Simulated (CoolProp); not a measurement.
Properties of o-xylene along the isobar 6570 kPa.

The numbers come from the reference Helmholtz-energy equation of state, Zhou 2012 in CoolProp.

| T (°C) | phase | Z | speed of sound (m/s) |
|---|---|---|---|
| 82.85 | liquid | 0.2831 | 1164 |
| 96.75 | liquid | 0.2763 | 1114 |
| 110.65 | liquid | 0.2703 | 1065 |
| 124.55 | liquid | 0.2648 | 1016 |
| 138.45 | liquid | 0.2599 | 968.7 |
| 152.35 | liquid | 0.2555 | 921.6 |
| 166.25 | liquid | 0.2516 | 875.4 |
| 180.15 | liquid | 0.2482 | 829.9 |
| 194.05 | liquid | 0.2453 | 785.1 |
| 207.95 | liquid | 0.2428 | 740.8 |
| 221.85 | liquid | 0.2408 | 697.2 |
| 235.75 | liquid | 0.2394 | 654.0 |
| 249.65 | liquid | 0.2384 | 611.1 |
